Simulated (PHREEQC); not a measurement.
2.4 g of hydrous ferric oxide (600 m²/g; 0.2 weak and 0.005 strong sites per Fe, Dzombak-Morel constants, diffuse double layer) in 1 kg of water with 0.1 mol/kgw of an inert sodium salt and 0.058 mmol/kgw MnCl2, at 25 °C; the pH is set by adding NaOH or the inert anion's acid. The system is closed to oxygen. No CO2 enters from the air. Precipitation was switched off in this run.

Base run: PHREEQC, ion-association model, wateq4f.dat. Each further column changes one thing. The table gives surface charge σ (C/m²).

| pH | base | background salt from 0.1 to 0.01 mol/kgw | oxide from 2.4 to 12 g/kgw |
|---|---|---|---|
| 3 | 0.364 | 0.331 | 0.364 |
| 3.67 | 0.343 | 0.264 | 0.345 |
| 5 | 0.215 | 0.117 | 0.219 |
| 5.67 | 0.142 | 0.068 | 0.144 |
| 6.33 | 0.086 | 0.037 | 0.087 |
| 7.67 | 0.017 | [?] | 0.016 |
| 8.33 | -0.007 | [?] | -0.008 |
| 9 | -0.033 | [?] | -0.034 |
| 10.33 | -0.119 | -0.055 | -0.122 |
| 11 | -0.188 | [?] | -0.193 |

Problem. What belongs in the gaps?

Solution. 
- 7.67, background salt from 0.1 to 0.01 mol/kgw: 0.006
- 8.33, background salt from 0.1 to 0.01 mol/kgw: -0.003
- 9, background salt from 0.1 to 0.01 mol/kgw: -0.013
- 11, background salt from 0.1 to 0.01 mol/kgw: -0.100

The oxide is taken as insoluble; below pH 4 it would dissolve.
